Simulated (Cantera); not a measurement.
Moist CO burnout

An isothermal, constant-pressure homogeneous reactor starts with 0.0993 % CO, 0.556 % O2, 0.0447 % H2O, 99.3 % N2, equivalence ratio 0.089, at 950 K and 10.0 bar.

Cantera simulation using GRI-Mech 3.0 (53 species, 325 reactions); the numbers are that mechanism's predictions, not measurements.

```tsv
t (s)	x CO	x O2	x H2O	x N2O	x HO2	x H2	x NO2
1.00e-6	0.000993	0.00556	0.000447	<1e-12	<1e-12	<1e-12	<1e-12
4.61e-6	0.000993	0.00556	0.000447	<1e-12	<1e-12	<1e-12	<1e-12
2.13e-5	0.000993	0.00556	0.000447	<1e-12	<1e-12	<1e-12	<1e-12
9.80e-5	0.000993	0.00556	0.000447	<1e-12	<1e-12	<1e-12	<1e-12
0.000452	0.000993	0.00556	0.000447	<1e-12	<1e-12	<1e-12	<1e-12
0.00208	0.000993	0.00556	0.000447	<1e-12	5.15e-12	<1e-12	<1e-12
0.00960	0.000993	0.00556	0.000447	1.37e-12	4.78e-11	<1e-12	<1e-12
0.0443	0.000993	0.00556	0.000447	7.55e-12	2.64e-10	<1e-12	<1e-12
0.204	0.000993	0.00556	0.000447	3.97e-11	1.39e-9	2.32e-12	<1e-12
0.941	0.000992	0.00556	0.000447	2.99e-10	9.95e-9	7.35e-11	<1e-12
4.34	0.000969	0.00555	0.000447	5.86e-9	6.39e-8	6.84e-9	<1e-12
20.0	0.000814	0.00547	0.000447	4.09e-8	6.40e-8	4.50e-8	5.31e-12
```
x: mole fraction; the columns are a selection and need not sum to one.

Equilibrium at this temperature and pressure: CO <1e-12, O2 0.00507, H2O 0.000447, N2O 9.47e-10, HO2 2.92e-12, H2 <1e-12, NO2 1.17e-7 (gas phase only).
